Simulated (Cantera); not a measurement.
Carbon deposition, reforming and gasification: C + NH3

Input: 1 mol C, 0.023 mol NH3, at 2650 K and 2.30 bar.

Method: chemical equilibrium by Gibbs-energy minimisation in Cantera with the NASA 1993 tables (ideal gas, pure condensed phases). Candidate condensed phases: C, C6H6, C7H8, C8H18; 92 gas species. Kinetics and transport are ignored.

| Item | Result |
|---|---|
| x(H2) | 0.691 |
| x(N2) | 0.224 |
| x(HCN) | 0.0397 |
| x(H) | 0.0257 |
| x(C2H2 (acetylene)) | 0.0136 |
| x(HNC) | 0.00547 |
| x(CH4) | 0.000131 |
| x(C4H2) | 0.000110 |
| x(CN) | 0.000104 |
| n(C(graphite)) | 0.997 mol |
| gas amount | 0.04659 mol |
